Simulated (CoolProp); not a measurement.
Values from CoolProp's reference Helmholtz-energy equation of state, Wagner 2002.

**Question.** Give the vapour pressure (kPa), vapour viscosity (µPa s), liquid conductivity (mW/(m K)) of saturated water at 438.3 K.

**Answer.** 
```
T (K)  p (kPa)  vapour viscosity (µPa s)  liquid conductivity (mW/(m K))
-----  -------  ------------------------  ------------------------------
438.3      704                      14.5                             677
```

Viscosity comes from a separate model (Huber 2009). Thermal conductivity comes from a separate model (Huber 2012).
